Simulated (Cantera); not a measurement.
Input: 1 mol SiH4, 0.29 mol C3H8, 600 mol H2, held at 1700 Pa.

Equilibrium computed with Cantera from the NASA thermochemical tables; the gas is ideal and each condensed phase is pure. Candidate condensed phases: C, C6H6, C7H8, C8H18, Si, SiC; 87 gas species. Mutual solubility and eutectic melting of coexisting phases are not modelled. Gases not in the tables: Si2H6 and higher silanes. Kinetics and transport are ignored.

**Question.** Which condensed phases are stable at each of these points (T (°C)): 777, 977, 1177, 1377, 1577, 1777, 1977, 2177?

**Answer.** 
```tsv
T (°C)	condensed phases	Si condensed (%)
777	Si(s) + SiC(s)	100.0
977	Si(s) + SiC(s)	100.0
1177	Si(s) + SiC(s)	99.9
1377	Si(s) + SiC(s)	98.3
1577	SiC(s)	86.7
1777	SiC(s)	55.1
1977	gas only	0.0
2177	gas only	0.0
```

From 777 °C to 1377 °C the condensed part is Si(s) + SiC(s). From 1577 °C to 1777 °C the condensed part is SiC(s). From 1977 °C to 2177 °C nothing is condensed.
